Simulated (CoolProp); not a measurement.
Hydrogen chloride at 303.34 K and 8.08 MPa is throttled through a valve to 4.22 MPa with no heat exchange. Each further row changes one setting.

Values from CoolProp's reference Helmholtz-energy equation of state, Thol 2018.

```tsv
case	temperature change (K)	final phase	final density (kg/m³)
as stated	…	…	…
outlet pressure 1.27 MPa	…	…	82.9
outlet pressure 5.49 MPa	…	…	…
```

Question: Complete the blanks.

Answer: 
- as stated, temperature change (K): -10.3
- as stated, final phase: two-phase, vapour fraction 0.076
- as stated, final density (kg/m³): 532
- outlet pressure 1.27 MPa, temperature change (K): -55.1
- outlet pressure 1.27 MPa, final phase: two-phase, vapour fraction 0.303
- outlet pressure 5.49 MPa, temperature change (K): -1.9
- outlet pressure 5.49 MPa, final phase: liquid
- outlet pressure 5.49 MPa, final density (kg/m³): 795
